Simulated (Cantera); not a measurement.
A perfectly stirred reactor is fed with 10.6 % CO, 4.56 % H2, 15.8 % O2, 59.3 % N2, 9.75 % H2O, equivalence ratio 0.48, at 15000 Torr; it is adiabatic with a 775 K inlet, and is followed from long to short residence time, starting on the burning branch (τ in s: 0.038, 0.017, 0.0079, 0.0036, 0.0016, 0.00073, 0.00033, 0.00015, 6.8e-05, 3.1e-05, 1.4e-05, 6.3e-06).

Computed with Cantera and GRI-Mech 3.0 (53 species, 325 reactions). The hydrogen kinetics of GRI-Mech 3.0 are dated; newer H2 mechanisms differ, most at raised pressure. The pressure lies above the range GRI-Mech 3.0 was tuned for (to about 10 atm).

### Question
Predict: blow-out, bracketed by the residence times tried; x(CO) at τ = 38.0 ms; x(H2) at τ = 38.0 ms; x(O2) at τ = 38.0 ms; x(N2O) at τ = 38.0 ms; x(O) at τ = 38.0 ms; x(CO) at τ = 0.330 ms; x(H2) at τ = 0.330 ms; x(O2) at τ = 0.330 ms; x(N2O) at τ = 0.330 ms; x(O) at τ = 0.330 ms.

### Answer
| Property | Value |
|---|---|
| blow-out, bracketed by the residence times tried | burning at 68.0 µs, out at 31.0 µs |
| x(CO) at τ = 38.0 ms | 0.000141 |
| x(H2) at τ = 38.0 ms | 2.46e-5 |
| x(O2) at τ = 38.0 ms | 0.0887 |
| x(N2O) at τ = 38.0 ms | 8.89e-7 |
| x(O) at τ = 38.0 ms | 2.71e-5 |
| x(CO) at τ = 0.330 ms | 0.00451 |
| x(H2) at τ = 0.330 ms | 0.000317 |
| x(O2) at τ = 0.330 ms | 0.0906 |
| x(N2O) at τ = 0.330 ms | 2.95e-6 |
| x(O) at τ = 0.330 ms | 0.000136 |
